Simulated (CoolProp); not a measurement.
A simple Rankine cycle with propylene: condensing at 297.15 K, boiler at 2.85 MPa, turbine inlet 489.2 K, turbine efficiency 0.85, pump efficiency 0.7, no recuperator. Each further row changes one setting.

The numbers come from the reference Helmholtz-energy equation of state, Lemmon 2013 in CoolProp.

| case | thermal efficiency (%) | net work (kJ/kg) | heat in (kJ/kg) | turbine exit temperature (K) | volume ratio over the turbine |
|---|---|---|---|---|---|
| as stated | 9.0 | 63.4 | 701 | 450.2 | 2.43 |
| turbine inlet 509.2 K | 9.0 | 67.0 | 748 | 470.4 | 2.42 |
| condensing temperature 289.15 K | 10.7 | 77.5 | 721 | 442.2 | 2.95 |
| boiler pressure 1.99 MPa | 5.7 | 40.9 | 712 | 465.8 | 1.72 |
| turbine efficiency 0.75 | 7.9 | 55.4 | 701 | 453.9 | 2.45 |
